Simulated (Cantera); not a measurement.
Input (Python, Cantera) and output of one run.

```python
import numpy as np
import cantera as ct

gas_names = """
    C CN CO CO2 C2 CCN CNC C2N2 C2O C3 C3O2 C4 C4N2 C5 N NCO NO NO2 NO3 N2 N2O O O2 O3 Si SiC SiC2 SiN
    SiO SiO2 Si2 Si2C Si2N Si3
""".split()
cond_names = """
    C(gr) Si(cr) Si(L) SiC(b) SiO2(Lqz) SiO2(hqz) SiO2(L) Si2N2O(s) Si3N4(a)
""".split()


def load(file, names, dense=False):
    # The tables refer to 1 bar. Condensed volumes are neglected.
    table = {s.name: s for s in ct.Species.list_from_file(file)}
    out = []
    for n in names:
        d = dict(table[n].input_data)
        d["thermo"] = dict(d["thermo"], **{"reference-pressure": 1e5})
        if dense:
            d["equation-of-state"] = {"model": "constant-volume", "density": "1e6 g/cm^3"}
        out.append(ct.Species.from_dict(d))
    return out


gas = ct.Solution(thermo="ideal-gas", species=load("nasa_gas.yaml", gas_names))
cond = {s.name: ct.Solution(thermo="fixed-stoichiometry", species=[s], name=s.name)
        for s in load("nasa_condensed.yaml", cond_names, dense=True)}
atoms = {
    'Si3N4': {'Si': 3, 'N': 4},
    'CO2': {'C': 1, 'O': 2},
    'N2': {'N': 2},
}
top_T = {'C(gr)': 4500, 'SiC(b)': 3050, 'Si2N2O(s)': 2100, 'Si3N4(a)': 2400}  # K; cautious upper limits of use, not melting points


def equilibrate(T, P, feed):
    n = {}
    for name, mol in feed.items():
        for a, k in atoms[name].items():
            n[a] = n.get(a, 0.0) + k * mol
    gas.TPX = T, P, n
    mass = sum(n.values()) * gas.mean_molecular_weight
    gas.equilibrate("TP")
    valid = [c for c in cond.values() if c.min_temp <= T <= top_T.get(c.name, c.max_temp)]
    mix = ct.Mixture([(gas, mass / gas.mean_molecular_weight)] + [(c, 0.0) for c in valid])
    mix.T, mix.P = T, P
    mix.equilibrate("TP", solver="vcs", rtol=1e-11, max_steps=5000)
    return mix


results = []
feed = {'Si3N4': 1, 'CO2': 3.2, 'N2': 590}  # mol
T = 1350  # K
P = 1333.22  # Pa
mix = equilibrate(T, P, feed)
results.append((T, P, feed, dict(zip(mix.species_names, mix.species_moles))))
print(gas.report(threshold=0.0001))
for i in range(1, mix.n_phases):
    print(f"{mix.phase(i).name:16s} {mix.phase_moles(i):12.5e} mol")
```

It prints:

```
       temperature   1350 K
          pressure   1333.2 Pa
           density   0.0033274 kg/m^3
  mean mol. weight   28.014 kg/kmol
   phase of matter   gas

                          1 kg             1 kmol
                     ---------------   ---------------
          enthalpy        1.1636e+06        3.2598e+07  J
   internal energy        7.6295e+05        2.1373e+07  J
           entropy            9796.2        2.7443e+05  J/K
    Gibbs function       -1.2061e+07       -3.3789e+08  J
 heat capacity c_p            1222.5             34247  J/K
 heat capacity c_v            925.68             25932  J/K

                      mass frac. Y      mole frac. X     chem. pot. / RT
                     ---------------   ---------------   ---------------
                CO         0.0053836         0.0053844           -45.831
                N2            0.9946           0.99461           -30.017
     [  +32 minor]        1.3129e-05         8.344e-06

C(gr)             0.00000e+00 mol
Si(cr)            0.00000e+00 mol
SiC(b)            0.00000e+00 mol
SiO2(hqz)         1.13161e+00 mol
Si2N2O(s)         9.31819e-01 mol
Si3N4(a)          0.00000e+00 mol
```

Equilibrium computed with Cantera from the NASA thermochemical tables; the gas is ideal and each condensed phase is pure. Mutual solubility and eutectic melting of coexisting phases are not modelled. The tables hold silica as quartz up to 1696 K and as liquid above; real silica turns to tridymite and cristobalite and melts near 1996 K.
